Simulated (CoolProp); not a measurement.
Vapour-liquid equilibrium of p-xylene (1) + n-undecane (2) at 310.1 K; x and y are mole fractions of (1).

Model: multi-fluid Helmholtz-energy mixture model, Zhou 2012 and Aleksandrov 2011; pair parameters Bell 2016, in CoolProp.

```
x     bubble pressure, mixture model (kPa)  bubble pressure, Raoult's law (kPa)  y, mixture model  y, Raoult's law
----  ------------------------------------  -----------------------------------  ----------------  ---------------
0.05                                0.2453                               0.2441             0.467            0.464
0.15                                0.4600                               0.4572             0.745            0.744
0.25                                0.6738                               0.6702             0.846            0.846
0.35                                0.8866                               0.8832             0.899            0.899
0.45                                 1.099                                1.096             0.931            0.931
0.55                                 1.311                                1.309             0.952            0.953
0.65                                 1.522                                1.522             0.968            0.968
0.75                                 1.735                                1.735             0.980            0.980
0.85                                 1.948                                1.948             0.989            0.989
0.95                                 2.161                                2.161             0.997            0.997
```

The largest gap from Raoult's law is +0.6 % in bubble pressure, at x = 0.15. No azeotrope shows between x = 0.05 and 0.95.

The pair parameters rest on a limited set of measurements; away from them the model extrapolates.
